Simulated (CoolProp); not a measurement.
Computed with CoolProp (reference Helmholtz-energy equation of state, Thol 2014).

Give the vapour pressure (kPa), liquid density (kg/m³), enthalpy of vaporisation (kJ/kg), vapour Z of saturated diethyl ether at 47.45, 101.85 °C.


| T (°C) | p (kPa) | liquid density (kg/m³) | enthalpy of vaporisation (kJ/kg) | vapour Z |
|---|---|---|---|---|
| 47.45 | 157 | 681 | 346 | 0.938 |
| 101.85 | 682 | 606 | 289 | 0.836 |
